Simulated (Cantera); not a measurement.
Feed: 1 mol B2H6, 0.44 mol O2, 0.92 mol H2, equilibrated at 180 Torr.

Equilibrium computed with Cantera from the NASA thermochemical tables; the gas is ideal and each condensed phase is pure. Candidate condensed phases: B, B2O3, B3O3H3, H2O; 23 gas species. The feed counts by its element totals alone. The tables' values for BH2 are old estimates; treat these amounts as uncertain. Kinetics and transport are ignored. All values below are at 1848 K.

Base state: H2 0.854, HBO 0.0945, B2O2 0.0364, B2O3 0.00848, HBO2 0.00298, BO 0.00187, H 0.001000, B3O3H3 0.000757 (mole fractions); condensed: B(s).

Q: What changes in the equilibrium state with this change: O2 from 0.44 to 0.3 mol?

A: 
| species | before | after |
|---|---|---|
| H2 | 0.854 | 0.891 |
| HBO | 0.0945 | 0.0768 |
| B2O2 | 0.0364 | 0.0231 |
| B2O3 | 0.00848 | 0.00428 |
| B3O3H3 | 0.000757 | 0.000407 |
| HBO2 | 0.00298 | 0.00193 |
| B2O | 1.81e-5 | 1.44e-5 |
| BO | 0.00187 | 0.00149 |
| B(s), mol | 1.17 | 1.43 |
